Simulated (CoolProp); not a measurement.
The fluid at 516.38 K and 0.352 MPa is throttled through a valve to 0.051 MPa with no heat exchange. The same conditions are run with several fluids, on thermodynamics alone (safety and materials aside).

The numbers come from the reference Helmholtz-energy equation of state of each fluid (methane: Setzmann 1991; carbonyl sulfide: Lemmon 2006; n-nonane: Lemmon 2006; p-xylene: Zhou 2012; n-octane: Beckmüller 2019) in CoolProp.

```csv
fluid,temperature change (K),final density (kg/m³)
methane,-0.3,0.191
carbonyl sulfide,-1.8,0.717
n-nonane,-4.2,1.56
p-xylene,-4.5,1.29
n-octane,-3.5,1.38
```
